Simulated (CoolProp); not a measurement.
1-butene along the isobar 2840 kPa: Z from the reference equation and from simpler models built on Tc = 419.3 K, pc = 4006 kPa, ω = 0.192; each cubic takes its own stable root.

Computed with CoolProp (reference Helmholtz-energy equation of state, Lemmon 2005). It is a short technical equation, of lower accuracy than the large ones.

| T (K) | phase | reference | Redlich-Kwong | Soave-Redlich-Kwong | Peng-Robinson |
|---|---|---|---|---|---|
| 312.2 | liquid | 0.1067 | … | 0.1156 | 0.1021 |
| 338.7 | liquid | 0.1050 | 0.1191 | 0.1153 | 0.1018 |
| 365.2 | liquid | 0.1059 | 0.1236 | 0.1192 | 0.1053 |
| 391.7 | liquid | 0.1125 | … | … | … |
| 418.2 | gas | 0.6790 | 0.6934 | … | 0.6689 |
| 444.8 | gas | 0.7615 | … | 0.7713 | 0.7487 |
| 471.3 | gas | 0.8137 | … | 0.8227 | 0.8013 |
| 497.8 | gas | 0.8507 | 0.8452 | 0.8598 | 0.8397 |

What belongs in the gaps?


- 312.2, Redlich-Kwong: 0.1189
- 391.7, Redlich-Kwong: 0.1399
- 391.7, Soave-Redlich-Kwong: 0.1339
- 391.7, Peng-Robinson: 0.1187
- 418.2, Soave-Redlich-Kwong: 0.6930
- 444.8, Redlich-Kwong: 0.7638
- 471.3, Redlich-Kwong: 0.8109
